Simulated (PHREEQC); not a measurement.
Make-up at 53 °C: 0.0022 mol/kgw K2HPO4 and 0.001 mol/kgw KF. Closed to the air; pH follows from the charge balance.

All values are PHREEQC results (ion-association model, phreeqc.dat), not measurements.

The pH comes out as 8.74 and the ionic strength is 0.00753 mol/kgw. The specific conductance is 1070 µS/cm and the total alkalinity is 2.20 meq/kg.

```tsv
species	molality	activity	log γ
K+	0.00539	0.00488	-0.042
HPO4-2	0.00214	0.00147	-0.163
F-	0.00100	0.000907	-0.042
H2PO4-	4.10e-5	3.73e-5	-0.040
OH-	3.95e-5	3.59e-5	-0.042
KHPO4-	1.54e-5	1.40e-5	-0.040
PO4-3	1.45e-6	6.08e-7	-0.377
HF	4.20e-9	4.21e-9	0.001
H+	1.98e-9	1.82e-9	-0.037
```

No solid was allowed to form. Complexes and solids missing from the database can't appear. At this temperature some constants are extrapolated from 25 °C, and those without enthalpy data are left unchanged.
